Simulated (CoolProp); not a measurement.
Saturation properties of water (Tc = 647.1 K, pc = 22.06 MPa, ω = 0.344).

The numbers come from the reference Helmholtz-energy equation of state, Wagner 2002 in CoolProp.

```tsv
T (K)	p (MPa)	enthalpy of vaporisation (kJ/kg)	surface tension (mN/m)
433.7	0.6269	2080	46.4
437.9	0.6966	2066	45.4
442.2	0.7742	2052	[?]
446.4	0.8564	2038	43.5
450.6	0.9453	2023	42.6
454.9	[?]	[?]	41.6
459.1	1.148	1993	40.7
463.3	[?]	[?]	39.7
467.6	1.382	1961	38.8
471.8	1.512	1945	[?]
476	1.650	1929	36.8
480.3	[?]	1911	35.8
484.5	1.960	1894	34.9
488.7	2.129	[?]	33.9
493	2.313	1858	32.9
```

Task: What belongs in the gaps?

Result: 
- 442.2, surface tension (mN/m): 44.5
- 454.9, p (MPa): 1.044
- 454.9, enthalpy of vaporisation (kJ/kg): 2008
- 463.3, p (MPa): 1.259
- 463.3, enthalpy of vaporisation (kJ/kg): 1977
- 471.8, surface tension (mN/m): 37.8
- 480.3, p (MPa): 1.801
- 488.7, enthalpy of vaporisation (kJ/kg): 1876

It boils at 373.1 K under 1 atm.

Surface tension comes from a separate correlation (Mulero 2012).
